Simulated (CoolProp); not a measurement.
Model: reference Helmholtz-energy equation of state, Akasaka 2023, in CoolProp.

Task: For R1336mzz(E), give the phase and the cv (kJ/(kg K)), expansivity (1/kK), fugacity coefficient at 79.95 °C and 2.32 MPa; 94.25 °C and 2.32 MPa; 108.45 °C and 2.32 MPa.

Result: 
- 79.95 °C and 2.32 MPa: liquid; cv 0.912, expansivity 3.98, fugacity coefficient 0.352
- 94.25 °C and 2.32 MPa: liquid; cv 0.924, expansivity 5.27, fugacity coefficient 0.458
- 108.45 °C and 2.32 MPa: liquid; cv 0.941, expansivity 8.19, fugacity coefficient 0.574
